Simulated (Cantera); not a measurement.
Transport properties of process gases

Gas mixture: 100 % NO, at 2670 Pa, frozen composition.

Cantera's kinetic-theory transport with the Lennard-Jones parameters of GRI-Mech 3.0, ideal gas; thermal conductivity in the multicomponent form.

| T (K) | ρ (kg/m³) | cp (J/kg/K) | μ (µPa s) | λ (mW/m/K) | Pr | D (cm²/s) C2H2 | D (cm²/s) CH4 | D (cm²/s) H2O |
|---|---|---|---|---|---|---|---|---|
| 400 | 0.0241 | 998.6 | 23.1 | 32.5 | 0.711 | 10.5 | 14.0 | 14.9 |
| 500 | 0.0192 | 1016 | 27.0 | 38.7 | 0.709 | 15.5 | 20.6 | 22.6 |
| 600 | 0.0160 | 1041 | 30.6 | 45.0 | 0.708 | 21.3 | 28.2 | 31.6 |
| 700 | 0.0137 | 1067 | 34.0 | 51.2 | 0.708 | 27.8 | 36.6 | 41.7 |
| 800 | 0.0120 | 1092 | 37.1 | 57.3 | 0.708 | 34.9 | 45.9 | 52.9 |
| 900 | 0.0107 | 1114 | 40.1 | 63.1 | 0.707 | 42.6 | 56.0 | 65.0 |
D: mixture-averaged diffusion coefficient of that species in the mixture.
